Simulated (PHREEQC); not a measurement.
Consider water at 25 °C with 0.058 mol/kgw MgCl2, 0.00031 mol/kgw HBr and 0.0065 mol/kgw Pb(NO3)2. It is in equilibrium with CO2 at log p = -1 (atm). Otherwise closed; pH follows from the charge balance.

Equilibrium calculation in PHREEQC: ion-association model, wateq4f.dat.

Task: The ionic strength comes out as 0.186 mol/kgw. What activity coefficients do PbNO3+, PbCl4-2, PbBr+, Cl-, PbCl3- get?

Result: PbNO3+ 0.75, PbCl4-2 0.32, PbBr+ 0.75, Cl- 0.72, PbCl3- 0.75.

Precipitation was switched off in this run.
